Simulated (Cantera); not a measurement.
An isothermal plug-flow reactor at 675 K and 1.00 atm (inlet), inlet velocity 3.4 m/s, active area per volume 320 1/m; feed H2 : O2 : N2 : H2O = 0.017 : 0.011 : 0.79 : 0.031 (molar parts), equivalence ratio 0.77.

Cantera simulation using Deutschmann's 1995 Pt surface mechanism with GRI-Mech 3.0 gas chemistry; the numbers are that mechanism's predictions, not measurements. Catalytic surfaces can have several steady states; this one follows from the mechanism file's or the stated starting coverage. Mass transfer to the wall is taken as infinitely fast.

Problem. Predict: x(H2) at z = 0.017 m; x(O2) at z = 0.017 m; x(H2O) at z = 0.017 m; θ(free Pt) at the exit; θ(O*) at the exit; θ(OH*) at the exit.

Solution. 
```json
{
  "x(H2) at z = 0.017 m": "2.93e-5",
  "x(O2) at z = 0.017 m": "0.00299",
  "x(H2O) at z = 0.017 m": "0.0571",
  "θ(free Pt) at the exit": "0.0318",
  "θ(O*) at the exit": "0.958",
  "θ(OH*) at the exit": "0.00978"
}
```
